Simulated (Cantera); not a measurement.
# Low-pressure radical oxidation in H2/O2

An isothermal, constant-pressure homogeneous reactor starts with 1.48 % H2, 98.5 % O2, at 1325 K and 760 Pa.

Computed with Cantera and the H2/O2 subset of GRI-Mech 3.0, which has no nitrogen chemistry. Radical loss at walls, strong at low pressure, is not modelled.

```
t (s)        x H2   x O2      x OH    x H2O2       x O
--------  -------  -----  --------  --------  --------
6.00e-6    0.0148  0.985  2.49e-11    <1e-12  2.50e-11
3.60e-5    0.0148  0.985  7.18e-10    <1e-12  7.28e-10
0.000216   0.0148  0.985   1.16e-8  2.74e-12   1.27e-8
0.00129    0.0148  0.985   3.18e-7  9.15e-11   4.00e-7
0.00775   0.00119  0.973   0.00278   2.82e-8    0.0105
0.0464    8.22e-5  0.972   0.00158   1.15e-8    0.0120
0.278     6.02e-5  0.976   0.00136   1.07e-8   0.00864
1.67      1.66e-5  0.982  0.000716   7.06e-9   0.00230
10.0      1.18e-6  0.985  0.000191   1.71e-9  0.000161
```
x: mole fraction; the columns are a selection and need not sum to one.

Equilibrium at this temperature and pressure: H2 2.32e-8, O2 0.985, OH 2.69e-5, H2O2 8.52e-11, O 3.16e-6 (gas phase only).
